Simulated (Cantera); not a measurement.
An adiabatic, constant-volume homogeneous reactor starts with C3H8 : O2 : N2 : CO2 = 1 : 2.78 : 30.6 : 2 (molar parts), at 1148 K and 5.00 bar. Integrator tolerance rtol = 1e-08.

Model: GRI-Mech 3.0 (53 species, 325 reactions), integrated in Cantera. GRI-Mech 3.0 was tuned for natural gas; its chemistry of propane as a main component is partial and can be far from experiment.

Problem. What does this change do: pressure from 5.00 bar to 25.0 bar?

Solution. 
```tsv
quantity	before	after
time of steepest temperature rise	16.0 ms	4.70 ms
temperature at 2.00 s	1919 K	1919 K
equilibrium temperature	1919 K	1919 K
x(C3H8) at 2.00 s	<1e-12 (gas-phase equilibrium <1e-12)	<1e-12 (gas-phase equilibrium <1e-12)
x(O2) at 2.00 s	1.39e-8 (gas-phase equilibrium 1.39e-8)	2.80e-9 (gas-phase equilibrium 2.80e-9)
x(CO2) at 2.00 s	0.0445 (gas-phase equilibrium 0.0445)	0.0445 (gas-phase equilibrium 0.0445)
x(CH2) at 2.00 s	<1e-12 (gas-phase equilibrium <1e-12)	<1e-12 (gas-phase equilibrium <1e-12)
x(HO2) at 2.00 s	1.21e-11 (gas-phase equilibrium 1.21e-11)	5.45e-12 (gas-phase equilibrium 5.45e-12)
```
The pressure lies above the range GRI-Mech 3.0 was tuned for (to about 10 atm).

Problem. What does this change do: constant pressure in place of constant volume?

Solution. 
| quantity | before | after |
|---|---|---|
| time of steepest temperature rise | 16.0 ms | 16.7 ms |
| temperature at 2.00 s | 1919 K | 1730 K |
| equilibrium temperature | 1919 K | 1730 K |
| x(C3H8) at 2.00 s | <1e-12 (gas-phase equilibrium <1e-12) | <1e-12 (gas-phase equilibrium <1e-12) |
| x(O2) at 2.00 s | 1.39e-8 (gas-phase equilibrium 1.39e-8) | 6.62e-10 (gas-phase equilibrium 6.62e-10) |
| x(CO2) at 2.00 s | 0.0445 (gas-phase equilibrium 0.0445) | 0.0469 (gas-phase equilibrium 0.0469) |
| x(CH2) at 2.00 s | <1e-12 (gas-phase equilibrium <1e-12) | <1e-12 (gas-phase equilibrium <1e-12) |
| x(HO2) at 2.00 s | 1.21e-11 (gas-phase equilibrium 1.21e-11) | <1e-12 (gas-phase equilibrium <1e-12) |
